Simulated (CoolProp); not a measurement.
Vapour-liquid equilibrium of R22 (1) + n-pentane (2) at -33.25 °C; x and y are mole fractions of (1).

The numbers come from the multi-fluid Helmholtz-energy mixture model, Kamei 1995 and Thol 2019; pair parameters Bell 2016 in CoolProp.

Question: Give the bubble pressure and the first vapour's composition at x = 0.35, 0.75, 0.95. Is there an azeotrope?

Answer: x = 0.35: 0.08778 MPa, y = 0.963; x = 0.75: 0.1190 MPa, y = 0.981; x = 0.95: 0.1365 MPa, y = 0.994. No azeotrope shows between x = 0.05 and 0.95.

Pair parameters are fitted to limited data, so mixtures are less certain than the pure fluids. With so large a gap from Raoult's law the liquid may split in two, which this calculation doesn't test in full.
